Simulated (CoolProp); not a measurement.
A single-stage vapour-compression cycle with the fluid: evaporating at 242.15 K (dew point), condensing at 272.15 K (bubble point), superheat 2 K, subcooling 2 K, compressor efficiency 0.7, no pressure losses. The same conditions are run with several fluids, on thermodynamics alone (safety and materials aside).

The numbers come from the reference Helmholtz-energy equation of state of each fluid (C3F8 (R218): Lemmon 2006; R152A: Outcalt 1996; R404A: Lemmon 2003; R1233zd(E): Akasaka 2022; cis-2-butene: Lemmon 2005; R410A: Lemmon 2003) in CoolProp. Blends and air are pseudo-pure fits.

```csv
fluid,cooling COP,pressure ratio,discharge temperature (K),refrigerating effect (kJ/kg),volumetric capacity (kJ/m³)
C3F8 (R218),[?],3.07,272.1,75.8,977
R152A,[?],3.46,306.0,292,723
R404A,4.84,3.05,289.9,155,1550
R1233zd(E),5.20,4.60,[?],187,122
cis-2-butene,5.21,3.92,301.2,390,235
R410A,4.96,3.00,305.3,216,[?]
```

### Question
Fill in the missing entries.

### Answer

- C3F8 (R218), cooling COP: 4.69
- R152A, cooling COP: 5.13
- R1233zd(E), discharge temperature (K): 295.0
- R410A, volumetric capacity (kJ/m³): 2160

The compression ends wet for: C3F8 (R218).
